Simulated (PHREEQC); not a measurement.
# Brine: speciation

Solution (20 °C): 0.91 mol/kgw LiCl. Closed to the air; pH follows from the charge balance.

Equilibrium calculation in PHREEQC: Pitzer model, pitzer.dat.

Precipitation was switched off in this run.

Q: Estimate the activity of water.

A: activity of water 0.967.
